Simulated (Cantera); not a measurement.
An isothermal, constant-pressure homogeneous reactor starts with CH4 : H2 = 0.031 : 1 (molar parts), at 2475 K and 82.5 Torr.

Model: GRI-Mech 3.0 (53 species, 325 reactions), integrated in Cantera. GRI-Mech 3.0 stops at C3 and has no aromatics, soot or wall deposition, so with more carbon than oxygen in the feed, carbon stays in small species such as C2H2 where larger ones or solid carbon would form.

x: mole fraction; the columns are a selection and need not sum to one.

| t (s) | x CH4 | x H2 | x CH2 | x H | x C2H4 | x C2H2 | x C2H |
|---|---|---|---|---|---|---|---|
| 3.00e-6 | 0.0297 | 0.969 | 1.64e-7 | 0.000487 | 3.46e-8 | 9.71e-10 | <1e-12 |
| 1.66e-5 | 0.0284 | 0.967 | 5.84e-6 | 0.00282 | 6.17e-6 | 1.41e-6 | 2.76e-10 |
| 9.17e-5 | 0.0218 | 0.957 | 9.55e-5 | 0.0141 | 0.000164 | 0.000799 | [?] |
| 0.000507 | 0.00432 | 0.952 | 0.000101 | 0.0298 | 2.93e-5 | 0.0110 | [?] |
| 0.00280 | 0.000250 | 0.943 | 1.47e-5 | 0.0429 | 1.99e-6 | 0.0140 | [?] |
| 0.0155 | 2.50e-5 | 0.926 | 2.96e-6 | 0.0594 | 1.26e-6 | 0.0141 | [?] |
| 0.0856 | 1.80e-5 | 0.920 | 2.63e-6 | 0.0656 | 1.12e-6 | 0.0140 | 6.78e-5 |
| 0.473 | 1.80e-5 | 0.920 | 2.63e-6 | 0.0656 | 1.12e-6 | 0.0140 | 6.78e-5 |
| 2.62 | 1.80e-5 | 0.920 | 2.63e-6 | 0.0656 | 1.12e-6 | 0.0140 | 6.78e-5 |
| 14.5 | 1.80e-5 | 0.920 | 2.63e-6 | 0.0656 | 1.12e-6 | 0.0140 | 6.78e-5 |
| 80.0 | 1.80e-5 | 0.920 | 2.63e-6 | 0.0656 | 1.12e-6 | 0.0140 | 6.78e-5 |

Question: Some entries are withheld; supply them.

Answer: 
- 9.17e-5, x C2H: 7.95e-7
- 0.000507, x C2H: 2.33e-5
- 0.00280, x C2H: 4.33e-5
- 0.0155, x C2H: 6.12e-5
